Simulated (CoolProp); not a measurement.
c-C4F8 (RC318) at 293.15 K and 0.716 MPa is throttled through a valve to 0.124 MPa with no heat exchange. Each further row changes one setting.

Computed with CoolProp (reference Helmholtz-energy equation of state, Platzer 1990). This equation is an older, rougher fit; its heat capacities, sound speeds and derivatives of the liquid may be far off and weren't checked against measurements.

```csv
case,temperature change (K),final phase,final density (kg/m³)
as stated,-21.0,"two-phase, vapour fraction 0.197",(withheld)
outlet pressure 0.0372 MPa,(withheld),(withheld),(withheld)
outlet pressure 0.161 MPa,(withheld),(withheld),(withheld)
```

What belongs in the gaps?


- as stated, final density (kg/m³): 56.8
- outlet pressure 0.0372 MPa, temperature change (K): -47.8
- outlet pressure 0.0372 MPa, final phase: two-phase, vapour fraction 0.403
- outlet pressure 0.0372 MPa, final density (kg/m³): 9.21
- outlet pressure 0.161 MPa, temperature change (K): -14.2
- outlet pressure 0.161 MPa, final phase: two-phase, vapour fraction 0.138
- outlet pressure 0.161 MPa, final density (kg/m³): 101
